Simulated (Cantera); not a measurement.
A closed system holds: 1 mol AlCl₃, 12 mol N₂O, 320 mol N₂, held at 375 °C and 0.000290 bar.

Cantera equilibrium calculation (NASA polynomials, part measured and part estimated; ideal gas, pure solids and liquids). Candidate condensed phases: Al, AlCl₃, AlN, Al₂O₃; 24 gas species. Condensed phases not in the tables: AlOCl. Rates play no part.

Base state: N₂ 0.980, O₂ 0.0155, Cl₂ 0.00443 (mole fractions); condensed: Al₂O₃(s).

**Question.** What changes in the equilibrium state with this change: N₂O from 12 to 1.1 mol?

**Answer.** 
| species | before | after |
|---|---|---|
| N₂ | 0.980 | 0.996 |
| Cl₂ | 0.00443 | 0.00341 |
| AlCl₃ | <1e-9 | 0.000827 |
| O₂ | 0.0155 | <1e-9 |
| Al₂O₃(s), mol | 0.500 | 0.367 |
